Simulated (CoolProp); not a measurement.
Computed with CoolProp (reference Helmholtz-energy equation of state, McLinden 2015).

### Question
For the fluoroketone C6F12O (FK-5-1-12), give the phase and the density (kg/m³), cp (kJ/(kg K)), expansivity (1/kK) at 293.9 K and 1.01 bar; 311 K and 1.01 bar.

### Answer
- 293.9 K and 1.01 bar: liquid; density 1620, cp 1.10, expansivity 1.85
- 311 K and 1.01 bar: liquid; density 1560, cp 1.11, expansivity 2.01
